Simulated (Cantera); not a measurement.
**Thermodynamics of chemical vapour transport, feed Al2O3 + Br2 + H2**

A closed system holds: 1 mol Al2O3, 1.5 mol Br2, 1.9 mol H2, at 555 Torr.

Cantera equilibrium calculation (NASA polynomials, part measured and part estimated; ideal gas, pure solids and liquids). Candidate condensed phases: Al, AlBr3, Al2O3, Br2, H2O; 25 gas species. Kinetics and transport are ignored.

From 973 K to 1648 K the condensed part is Al2O3(s). The main Al-bearing gas is AlBr3 throughout.

```tsv
T (K)	x HBr	x H2	x Br	x H2O	x AlBr3	x Br2	n Al2O3(s)
973	0.882	0.118	6.93e-6	0.000252	0.000168	2.08e-6	1.000
1048	0.882	0.118	2.66e-5	0.000453	0.000302	5.40e-6	0.999
1123	0.881	0.118	8.54e-5	0.000752	0.000501	1.24e-5	0.999
1198	0.880	0.118	0.000237	0.00117	0.000778	2.55e-5	0.999
1273	0.878	0.118	0.000585	0.00171	0.00114	4.82e-5	0.998
1348	0.876	0.118	0.00130	0.00240	0.00160	8.48e-5	0.997
1423	0.873	0.119	0.00267	0.00323	0.00215	0.000139	0.996
1498	0.867	0.120	0.00506	0.00420	0.00280	0.000216	0.995
1573	0.860	0.122	0.00898	0.00529	0.00353	0.000318	0.994
1648	0.849	0.125	0.0150	0.00648	0.00432	0.000443	0.993
```
x: gas mole fraction; n: condensed amount in mol.
